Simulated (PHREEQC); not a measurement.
## Silver or lead bath (model solution)

A solution holds 2 mmol/kgw PbCl2, 0.028 mmol/kgw NaNO3 and 4.1 mmol/kgw Zn(NO3)2, at 73 °C. Closed to the air; pH follows from the charge balance.

All values are PHREEQC results (ion-association model, wateq4f.dat), not measurements.

| Property | Value |
|---|---|
| pH | 5.05 |
| ionic strength | 0.0171 mol/kgw |

```json
[
 {"species": "NO3-", "molality": "0.00812", "activity": "0.00699", "log γ": "-0.065"},
 {"species": "Zn+2", "molality": "0.00396", "activity": "0.00231", "log γ": "-0.233"},
 {"species": "Cl-", "molality": "0.00352", "activity": "0.00304", "log γ": "-0.063"},
 {"species": "Pb+2", "molality": "0.00155", "activity": "0.000875", "log γ": "-0.249"},
 {"species": "PbCl+", "molality": "0.000341", "activity": "0.000295", "log γ": "-0.062"},
 {"species": "ZnCl+", "molality": "0.000135", "activity": "0.000117", "log γ": "-0.063"},
 {"species": "PbNO3+", "molality": "0.000105", "activity": "9.05e-5", "log γ": "-0.062"},
 {"species": "Na+", "molality": "2.80e-5", "activity": "2.43e-5", "log γ": "-0.061"},
 {"species": "H+", "molality": "1.00e-5", "activity": "8.87e-6", "log γ": "-0.053"},
 {"species": "ZnOH+", "molality": "7.60e-6", "activity": "6.59e-6", "log γ": "-0.062"},
 {"species": "PbOH+", "molality": "2.22e-6", "activity": "1.92e-6", "log γ": "-0.062"},
 {"species": "PbCl2", "molality": "6.55e-7", "activity": "6.58e-7", "log γ": "0.002"},
 {"species": "ZnCl2", "molality": "4.40e-7", "activity": "4.41e-7", "log γ": "0.002"},
 {"species": "Pb2OH+3", "molality": "1.37e-7", "activity": "3.77e-8", "log γ": "-0.560"}
]
```

Precipitation was switched off in this run. Saturation is exceeded, for instance for Pb(OH)2; the values hold only as long as no solid forms. Complexes and solids missing from the database can't appear. Constants without temperature data keep their 25 °C values here.
